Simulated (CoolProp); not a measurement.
Vapour-liquid equilibrium of C3F8 (R218) (1) + R134a (2) at 297.1 K; x and y are mole fractions of (1).

Computed with CoolProp (multi-fluid Helmholtz-energy mixture model, Lemmon 2006 and Tillner-Roth 1994; pair parameters Bell 2016).

| x | bubble pressure, mixture model (MPa) | bubble pressure, Raoult's law (MPa) | y, mixture model | y, Raoult's law |
|---|---|---|---|---|
| 0.05 | 0.7212 | 0.6547 | 0.131 | 0.064 |
| 0.125 | ___ | 0.6696 | 0.260 | 0.157 |
| 0.2 | 0.8700 | 0.6845 | 0.347 | 0.246 |
| 0.275 | 0.9144 | 0.6994 | 0.411 | 0.332 |
| 0.35 | 0.9462 | 0.7142 | 0.463 | 0.413 |
| 0.425 | 0.9685 | 0.7291 | 0.508 | 0.491 |
| 0.5 | 0.9833 | 0.7440 | 0.551 | 0.567 |
| 0.575 | 0.9911 | 0.7589 | 0.593 | 0.639 |
| 0.65 | 0.9919 | 0.7738 | 0.639 | 0.708 |
| 0.725 | 0.9844 | 0.7886 | 0.689 | 0.775 |
| 0.8 | 0.9668 | 0.8035 | 0.748 | 0.840 |
| 0.875 | ___ | 0.8184 | 0.822 | 0.902 |
| 0.95 | ___ | 0.8333 | 0.917 | 0.961 |

Problem. Complete the blanks.

Solution. 
- 0.125, bubble pressure, mixture model (MPa): 0.8079
- 0.875, bubble pressure, mixture model (MPa): 0.9360
- 0.95, bubble pressure, mixture model (MPa): 0.8878

The largest gap from Raoult's law is +32.8 % in bubble pressure, at x = 0.425. y crosses x between x = 0.575 and 0.65: the model has an azeotrope there.

Pair parameters are fitted to limited data, so mixtures are less certain than the pure fluids.
